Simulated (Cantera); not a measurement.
A closed system holds: 1 mol SO₂, 7.7 mol H₂O, 9.3 mol H₂, 0.063 mol O₂, held at 9.75 Torr.

These are equilibrium values from Cantera (NASA tables, ideal gas, pure condensed phases), not measurements of a reactor. Candidate condensed phases: H₂O, H₂SO₄, S; 19 gas species. Kinetics and transport are ignored.

x: gas mole fraction; nothing condenses.

```
T (°C)    x H    x O    x H₂    x OH    x H₂O     x S     x O₂     x SO
------  -----  -----  ------  ------  -------  ------  -------  -------
2725    0.549  0.129   0.159  0.0612   0.0535  0.0122   0.0172   0.0141
2750    0.568  0.137     [?]  0.0579      [?]  0.0129   0.0164   0.0132
2775    0.586  0.145   0.134  0.0545   0.0361  0.0135   0.0155   0.0123
2800    0.603  0.152   0.122  0.0509   0.0294  0.0142   0.0144   0.0114
2825    0.618  0.159     [?]  0.0472      [?]  0.0148   0.0134      [?]
2850    0.632  0.165   0.101  0.0436   0.0191  0.0155   0.0123  0.00966
2875    0.645  0.171  0.0911  0.0401   0.0153  0.0161   0.0113  0.00881
2900    0.657  0.176  0.0822  0.0367   0.0122  0.0167   0.0102  0.00801
2925    0.667  0.181  0.0741  0.0335  0.00971  0.0172  0.00927  0.00724
2950    0.677  0.185  0.0666  0.0305  0.00770  0.0177  0.00836  0.00653
2975    0.685  0.189  0.0598  0.0277  0.00610  0.0182  0.00751  0.00587
```

Task: Complete the blanks.

Result: 
- 2825, x H₂: 0.111
- 2825, x H₂O: 0.0238
- 2825, x SO: 0.0105
- 2750, x H₂: 0.146
- 2750, x H₂O: 0.0441
